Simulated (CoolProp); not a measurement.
Aqueous potassium carbonate as a coolant, 19 % by mass, freezing at -8.1 °C, 1 atm.

Model: Melinder's fits for secondary coolants, in CoolProp.

```csv
T (°C),conductivity (W/(m K)),density (kg/m³),cp (kJ/(kg K)),Prandtl number
-3.5,0.541,1188,3.310,18.3
3.7,0.553,1186,3.321,14.7
10.9,0.564,1184,3.333,12.0
18.1,0.576,1181,3.344,10.0
25.3,0.589,1178,3.355,8.48
32.5,0.601,1174,3.365,7.25
```
